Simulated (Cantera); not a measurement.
Cantera run, input and output.

```python
import numpy as np
import cantera as ct

gas = ct.Solution("gri30.yaml")
gas.TPX = 1300, 13332, {'CO': 0.0014, 'O2': 0.0051, 'H2O': 0.013, 'N2': 1}
reactor = ct.IdealGasConstPressureReactor(gas, energy="off", clone=False)
net = ct.ReactorNet([reactor])
net.rtol, net.atol = 1e-08, 1e-18
show = ['CO', 'O2', 'H2O', 'OH', 'HO2', 'NO2']
times = np.geomspace(2e-06, 40, 11)

steps = ct.SolutionArray(gas, extra=["t"])
rows = []
print(f"{'t/s':>10s}{'T/K':>9s}{'P/Pa':>11s}" + "".join(f"{s:>11s}" for s in show))
for t in times:
    while net.time < t:
        t_next = net.step()
        steps.append(gas.state, t=t_next)
    rows.append([np.interp(t, steps.t, y) for y in (steps.T, steps.P, *steps(*show).X.T)])
    print(f"{t:10.3e}{rows[-1][0]:9.1f}{rows[-1][1]:11.4g}" + "".join(f"{x:11.3e}" for x in rows[-1][2:]))
rate = np.gradient(steps.T, steps.t)
print("integrator steps:", len(steps.t))
if steps.T.max() > steps.T[0] + 200:
    print(f"time of steepest temperature rise: {steps.t[rate.argmax()]:.4e} s")
gas.TPX = 1300, 13332, {'CO': 0.0014, 'O2': 0.0051, 'H2O': 0.013, 'N2': 1}
gas.equilibrate("TP")
print(f"equilibrium (TP): T = {gas.T:.1f} K  " + "  ".join(f"{s} {gas[s].X[0]:.3e}" for s in show))
```

It prints:

```
       t/s      T/K       P/Pa         CO         O2        H2O         OH        HO2        NO2
 2.000e-06   1300.0  1.333e+04  1.373e-03  5.002e-03  1.275e-02  7.048e-14  7.003e-14  9.723e-34
 1.074e-05   1300.0  1.333e+04  1.373e-03  5.002e-03  1.275e-02  3.873e-13  3.761e-13  1.387e-31
 5.771e-05   1300.0  1.333e+04  1.373e-03  5.002e-03  1.275e-02  2.327e-12  2.017e-12  2.145e-29
 3.100e-04   1300.0  1.333e+04  1.373e-03  5.002e-03  1.275e-02  1.906e-11  1.074e-11  4.578e-27
 1.665e-03   1300.0  1.333e+04  1.373e-03  5.002e-03  1.275e-02  2.508e-10  5.563e-11  1.440e-24
 8.944e-03   1300.0  1.333e+04  1.373e-03  5.002e-03  1.275e-02  9.045e-09  3.424e-10  1.088e-21
 4.804e-02   1300.0  1.333e+04  8.490e-04  4.750e-03  1.250e-02  1.243e-04  1.731e-07  1.239e-13
 2.581e-01   1300.0  1.333e+04  1.012e-05  4.317e-03  1.268e-02  6.803e-05  9.736e-08  1.484e-11
 1.386e+00   1300.0  1.333e+04  4.489e-07  4.316e-03  1.275e-02  1.493e-05  9.064e-09  6.594e-11
 7.447e+00   1300.0  1.333e+04  4.080e-08  4.318e-03  1.276e-02  4.873e-06  1.039e-09  5.233e-11
 4.000e+01   1300.0  1.333e+04  1.004e-08  4.318e-03  1.276e-02  2.506e-06  4.546e-10  4.584e-11
integrator steps: 1469
equilibrium (TP): T = 1300.0 K  CO 8.851e-09  O2 4.286e-03  H2O 1.276e-02  OH 2.353e-06  HO2 4.365e-10  NO2 3.579e-08
```

Detailed kinetics in Cantera: GRI-Mech 3.0 (53 species, 325 reactions).
